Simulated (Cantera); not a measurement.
A perfectly stirred reactor is fed with CH₄ : O₂ : N₂ : CO₂ = 1 : 1.54 : 5.78 : 0.34 (molar parts), equivalence ratio 1.3, at 9.67 atm; it is adiabatic with a 448 K inlet, and is followed from long to short residence time, starting on the burning branch (τ in s: 0.067, 0.033, 0.017, 0.0083, 0.0041, 0.002, 0.001, 0.00051, 0.00025, 0.00013, 6.2e-05).

Model: GRI-Mech 3.0 (53 species, 325 reactions), integrated in Cantera.

x: mole fraction; the columns are a selection and need not sum to one.

```json
[
 {"τ (s)": "0.067", "T (K)": "2076", "x CH₄": "0.000184", "x O₂": "7.77e-5", "x HO₂": "2.63e-8", "x C₂H₆": "1.75e-8", "x C₂H₄": "1.72e-7", "x CH₂O": "1.66e-6", "x N₂O": "6.28e-9"},
 {"τ (s)": "0.033", "T (K)": "2076", "x CH₄": "[?]", "x O₂": "[?]", "x HO₂": "[?]", "x C₂H₆": "[?]", "x C₂H₄": "[?]", "x CH₂O": "[?]", "x N₂O": "[?]"},
 {"τ (s)": "0.017", "T (K)": "2076", "x CH₄": "0.000536", "x O₂": "0.000275", "x HO₂": "9.81e-8", "x C₂H₆": "1.73e-7", "x C₂H₄": "1.63e-6", "x CH₂O": "5.52e-6", "x N₂O": "1.08e-8"},
 {"τ (s)": "0.0083", "T (K)": "2074", "x CH₄": "0.000867", "x O₂": "0.000523", "x HO₂": "1.97e-7", "x C₂H₆": "5.07e-7", "x C₂H₄": "4.63e-6", "x CH₂O": "9.95e-6", "x N₂O": "1.42e-8"},
 {"τ (s)": "0.0041", "T (K)": "2071", "x CH₄": "0.00130", "x O₂": "0.000969", "x HO₂": "3.96e-7", "x C₂H₆": "1.32e-6", "x C₂H₄": "1.16e-5", "x CH₂O": "1.72e-5", "x N₂O": "1.82e-8"},
 {"τ (s)": "0.0020", "T (K)": "2065", "x CH₄": "0.00185", "x O₂": "0.00177", "x HO₂": "8.20e-7", "x C₂H₆": "3.22e-6", "x C₂H₄": "2.66e-5", "x CH₂O": "2.90e-5", "x N₂O": "2.36e-8"},
 {"τ (s)": "0.0010", "T (K)": "2051", "x CH₄": "0.00253", "x O₂": "0.00315", "x HO₂": "1.71e-6", "x C₂H₆": "7.37e-6", "x C₂H₄": "5.61e-5", "x CH₂O": "4.71e-5", "x N₂O": "3.10e-8"},
 {"τ (s)": "0.00051", "T (K)": "2026", "x CH₄": "[?]", "x O₂": "[?]", "x HO₂": "[?]", "x C₂H₆": "[?]", "x C₂H₄": "[?]", "x CH₂O": "[?]", "x N₂O": "[?]"},
 {"τ (s)": "0.00025", "T (K)": "1967", "x CH₄": "0.00559", "x O₂": "0.0114", "x HO₂": "1.02e-5", "x C₂H₆": "5.41e-5", "x C₂H₄": "0.000294", "x CH₂O": "0.000139", "x N₂O": "6.98e-8"},
 {"τ (s)": "0.00013", "T (K)": "448", "x CH₄": "0.115", "x O₂": "0.178", "x HO₂": "<1e-12", "x C₂H₆": "<1e-12", "x C₂H₄": "<1e-12", "x CH₂O": "<1e-12", "x N₂O": "<1e-12"},
 {"τ (s)": "6.2e-5", "T (K)": "448", "x CH₄": "0.115", "x O₂": "0.178", "x HO₂": "<1e-12", "x C₂H₆": "<1e-12", "x C₂H₄": "<1e-12", "x CH₂O": "<1e-12", "x N₂O": "<1e-12"}
]
```

### Question
Some entries are withheld; supply them.

### Answer

- 0.033, x CH₄: 0.000326
- 0.033, x O₂: 0.000149
- 0.033, x HO₂: 5.17e-8
- 0.033, x C₂H₆: 5.89e-8
- 0.033, x C₂H₄: 5.68e-7
- 0.033, x CH₂O: 3.11e-6
- 0.033, x N₂O: 8.32e-9
- 0.00051, x CH₄: 0.00348
- 0.00051, x O₂: 0.00556
- 0.00051, x HO₂: 3.72e-6
- 0.00051, x C₂H₆: 1.71e-5
- 0.00051, x C₂H₄: 0.000116
- 0.00051, x CH₂O: 7.61e-5
- 0.00051, x N₂O: 4.25e-8
